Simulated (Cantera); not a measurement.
A closed system holds: 1 mol MgO, 8.9 mol HF, 0.08 mol O2, held at 0.0133 bar.

Cantera equilibrium calculation (NASA polynomials, part measured and part estimated; ideal gas, pure solids and liquids). Candidate condensed phases: H2O, Mg, MgF2, MgO, Mg(OH)2; 31 gas species. Rates play no part.

Question: At 1250 K, list the 4 most abundant gas species with their mole fractions, and the condensed phases.

Answer: HF 0.865, H2O 0.125, O2 0.0100, MgF2 1.03e-5. Condensed: MgF2(s).
